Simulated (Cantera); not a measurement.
Source: NASA polynomial tables (part measured, part estimated), evaluated in Cantera. Values are per mole of reaction as written; species without (g) are pure solids or liquids, kept so even where they would boil at 1 bar.

Between 2348 and 2573 K, where is each reaction favourable under standard conditions?
- 2 F₂(g) + Cu₂O → O(g) + 2 CuF₂(g)


- 2 F₂(g) + Cu₂O → O(g) + 2 CuF₂(g): ΔG° is -495 kJ at 2348 K and -519 kJ at 2573 K; it stays negative (K > 1). ΔH° is -244 kJ and ΔS° 107 J/K at 2573 K.
